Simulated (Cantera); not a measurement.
Cantera run, input and output.

```python
import numpy as np
import cantera as ct

gas = ct.Solution("gri30.yaml")


def delay(T, t_max=10):
    gas.TPX = T, 380000, {'CH4': 2.8, 'O2': 2.06, 'N2': 7.75}
    reactor = ct.IdealGasConstPressureReactor(gas, clone=False)
    net = ct.ReactorNet([reactor])
    net.rtol, net.atol = 1e-8, 1e-16
    while net.time < t_max:
        t_old, T_old = net.time, reactor.T
        net.step()
        if reactor.T > T + 400:  # ignition: a rise of 400 K
            return t_old + (T + 400 - T_old) / (reactor.T - T_old) * (net.time - t_old)
    return np.nan


taus = []
for T in [1150, 1225, 1300, 1375, 1450, 1525, 1600, 1675, 1750, 1825]:
    taus.append(delay(T))
    print(f"T0 = {T:6g} K   tau = {taus[-1]:.4e} s")
```

Result:

```
T0 =   1150 K   tau = 4.6377e-02 s
T0 =   1225 K   tau = 1.6921e-02 s
T0 =   1300 K   tau = 6.6147e-03 s
T0 =   1375 K   tau = 2.7309e-03 s
T0 =   1450 K   tau = 1.1787e-03 s
T0 =   1525 K   tau = 5.3090e-04 s
T0 =   1600 K   tau = 2.5102e-04 s
T0 =   1675 K   tau = 1.2577e-04 s
T0 =   1750 K   tau = 6.7313e-05 s
T0 =   1825 K   tau = 3.8611e-05 s
```

Detailed kinetics in Cantera: GRI-Mech 3.0 (53 species, 325 reactions).
